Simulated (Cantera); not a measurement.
What does this Cantera script print?

```python
import numpy as np
import cantera as ct

gas = ct.Solution("gri30.yaml")
gas.TPX = 1350, 2666, {'N2O': 1, 'H2': 0.003, 'N2': 1.2}
inlet = ct.Reservoir(gas, clone=True)

reactor = ct.IdealGasConstPressureReactor(gas, energy="off", clone=False)
exhaust = ct.Reservoir(gas, clone=True)
tau = [2.9, 0.72, 0.18, 0.045, 0.011, 0.0028, 0.0007][0]
for a, b in ((inlet, reactor), (reactor, exhaust)):
    ct.MassFlowController(a, b, mdot=lambda t: reactor.mass / tau)
net = ct.ReactorNet([reactor])
show = ['N2O', 'H2', 'HO2', 'H2O', 'O2', 'N2']

rows = []
print(f"{'tau/s':>10s}{'T/K':>9s}" + "".join(f"{s:>11s}" for s in show))
for tau in [2.9, 0.72, 0.18, 0.045, 0.011, 0.0028, 0.0007]:
    net.initial_time = 0.0
    net.advance(30 * tau)
    before = gas.X
    net.advance(40 * tau)
    drift = np.max(np.abs(gas.X - before) / (gas.X + 1e-9))
    rows.append([gas.T, *gas[show].X, drift])
    print(f"{tau:10.3e}{gas.T:9.1f}" + "".join(f"{x:11.3e}" for x in gas[show].X))
```

Result:

```
     tau/s      T/K        N2O         H2        HO2        H2O         O2         N2
 2.900e+00   1350.0  2.615e-01  2.290e-05  8.163e-08  1.223e-03  6.515e-02  6.466e-01
 7.200e-01   1350.0  3.829e-01  7.808e-05  3.950e-07  1.232e-03  2.374e-02  5.827e-01
 1.800e-01   1350.0  4.331e-01  2.342e-04  1.647e-06  1.100e-03  6.697e-03  5.563e-01
 4.500e-02   1350.0  4.481e-01  5.866e-04  4.266e-06  7.528e-04  1.710e-03  5.482e-01
 1.100e-02   1350.0  4.524e-01  1.057e-03  5.378e-06  2.855e-04  4.001e-04  5.457e-01
 2.800e-03   1350.0  4.536e-01  1.308e-03  2.290e-06  4.398e-05  9.019e-05  5.449e-01
 7.000e-04   1350.0  4.539e-01  1.357e-03  2.120e-07  2.789e-06  1.746e-05  5.447e-01
```

Cantera simulation using GRI-Mech 3.0 (53 species, 325 reactions); the numbers are that mechanism's predictions, not measurements. GRI-Mech 3.0 was tuned for natural gas; its chemistry of N2O as a main component is partial and can be far from experiment. Radical loss at walls, strong at low pressure, is not modelled. The mechanism lacks the step 2 NO + O2 → 2 NO2, which can matter for NO2 below about 1400 K. The temperature is held fixed by assumption; the heat of reaction is taken as removed at once.
